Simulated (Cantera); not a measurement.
Feed: 1 mol H2O, 0.0041 mol SO2, 0.047 mol H2, equilibrated at 952 °C.

Cantera equilibrium calculation (NASA polynomials, part measured and part estimated; ideal gas, pure solids and liquids). Candidate condensed phases: H2O, H2SO4, S; 19 gas species. Rates play no part.

### Question
At 2700 Pa, list the 5 most abundant gas species with their mole fractions, and the condensed phases.

### Answer
H2O 0.954, H2 0.0424, SO2 0.00310, H2S 0.000727, S2 3.16e-5. Condensed: gas only.
